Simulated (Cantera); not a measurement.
An adiabatic, constant-volume homogeneous reactor starts with CH4 : C2H6 : O2 : N2 = 1 : 0.035 : 1.93 : 7.26 (molar parts), at 1375 K and 1.70 bar. Integrator tolerance rtol = 1e-08.

Model: GRI-Mech 3.0 (53 species, 325 reactions), integrated in Cantera.

Question: What does this change do: pressure from 1.70 bar to 30.0 bar?

Answer: 
```json
[
 {"quantity": "time of steepest temperature rise", "before": "1.42 ms", "after": "0.122 ms"},
 {"quantity": "temperature at 4.00 s", "before": "2938 K", "after": "3174 K"},
 {"quantity": "equilibrium temperature", "before": "2938 K", "after": "3174 K"},
 {"quantity": "x(CH4) at 4.00 s", "before": "<1e-12 (gas-phase equilibrium <1e-12)", "after": "3.68e-12 (gas-phase equilibrium 4.39e-12)"},
 {"quantity": "x(C2H6) at 4.00 s", "before": "<1e-12 (gas-phase equilibrium <1e-12)", "after": "<1e-12 (gas-phase equilibrium <1e-12)"},
 {"quantity": "x(O2) at 4.00 s", "before": "0.0123 (gas-phase equilibrium 0.0123)", "after": "0.00664 (gas-phase equilibrium 0.00664)"},
 {"quantity": "x(O) at 4.00 s", "before": "0.00518 (gas-phase equilibrium 0.00518)", "after": "0.00192 (gas-phase equilibrium 0.00192)"},
 {"quantity": "x(N2O) at 4.00 s", "before": "1.00e-6 (gas-phase equilibrium 1.00e-6)", "after": "4.34e-6 (gas-phase equilibrium 4.34e-6)"}
]
```
The pressure lies above the range GRI-Mech 3.0 was tuned for (to about 10 atm). Above 3000 K some thermodynamic fits are extrapolated.
